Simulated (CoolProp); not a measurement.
50 sccm (0 °C, 1 atm) of nitrogen bubbles through liquid octamethyltrisiloxane (MDM) at 287 K and leaves saturated at a total pressure of 0.00605 MPa (ideal gas phase). Each further row changes one setting.

Computed with CoolProp (reference Helmholtz-energy equation of state, Thol 2017).

```json
[
 {"case": "as stated", "vapour pressure (kPa)": "0.232", "mole fraction of vapour": "0.0384", "delivery (mg/min)": "21.0", "delivery (sccm)": "1.99", "change of delivery for a bath 1 K warmer (%)": "7.8"},
 {"case": "bath temperature 292 K", "vapour pressure (kPa)": "___", "mole fraction of vapour": "___", "delivery (mg/min)": "30.5", "delivery (sccm)": "2.89", "change of delivery for a bath 1 K warmer (%)": "7.6"},
 {"case": "total pressure 0.0121 MPa", "vapour pressure (kPa)": "0.232", "mole fraction of vapour": "0.0192", "delivery (mg/min)": "___", "delivery (sccm)": "0.978", "change of delivery for a bath 1 K warmer (%)": "7.6"}
]
```

### Question
Complete the blanks.

### Answer

- bath temperature 292 K, vapour pressure (kPa): 0.330
- bath temperature 292 K, mole fraction of vapour: 0.0546
- total pressure 0.0121 MPa, delivery (mg/min): 10.3
